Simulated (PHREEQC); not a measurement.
Make-up at 55 °C: 0.008 mol/kgw LiOH, 0.00026 mol/kgw K2SiO3 and 0.0028 mol/kgw K2CO3. Closed to the air; pH follows from the charge balance.

Computed with PHREEQC (ion-association model, wateq4f.dat).

Q: The ionic strength comes out as 0.0167 mol/kgw. What activity coefficients do OH-, CO3-2, HCO3-, H3SiO4-, Li+ get?

A: OH- 0.87, CO3-2 0.59, HCO3- 0.88, H3SiO4- 0.87, Li+ 0.88.

No solid was allowed to form. Complexes and solids missing from the database can't appear. Constants without temperature data keep their 25 °C values here.
